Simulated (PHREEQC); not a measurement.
1 kg of water holding 0.043 mol Na2SO4 and 0.095 mol NaCl meets 20 L of dry gas (CO2 0.33, CH4 0.67 by moles) at fixed total pressure, at 25 °C; fugacities by Peng-Robinson. The gases take part in no redox reaction, some water evaporates into the gas, and hydrates or a liquid gas phase aren't modelled. No solid was allowed to form.

All values are PHREEQC results (ion-association model, phreeqc.dat), not measurements.

**Question.** Predict dissolved CO2 (all carbonate carbon) (mol/kgw), dissolved CH4 (mol/kgw) at P (atm) = 2, 5, 15, 20.

**Answer.** 
| P (atm) | dissolved CO2 (all carbonate carbon) (mol/kgw) | dissolved CH4 (mol/kgw) |
|---|---|---|
| 2 | 0.0205 | 0.00200 |
| 5 | 0.0507 | 0.00499 |
| 15 | 0.143 | 0.0145 |
| 20 | 0.185 | 0.0190 |

Complexes and solids missing from the database can't appear.
